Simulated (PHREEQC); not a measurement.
0.011 g of hydrous ferric oxide (600 m²/g; 0.2 weak and 0.005 strong sites per Fe, Dzombak-Morel constants, diffuse double layer) in 1 kg of water with 0.05 mol/kgw of an inert sodium salt and 3e-05 mmol/kgw H3BO3 and 0.00032 mmol/kgw MnCl2, at 25 °C; the pH is set by adding NaOH or the inert anion's acid. No oxygen is let in. The system is closed to CO2. Precipitation was switched off in this run.

The series has 17 steps of pH, from 3 to 9.

The numbers come from PHREEQC with the ion-association model, wateq4f.dat.

Question: Near which pH is half of the Mn sorbed, and on which side is more sorbed?

Answer: Near pH 7.6, with more sorbed at higher pH.

The oxide is taken as insoluble; below pH 4 it would dissolve.
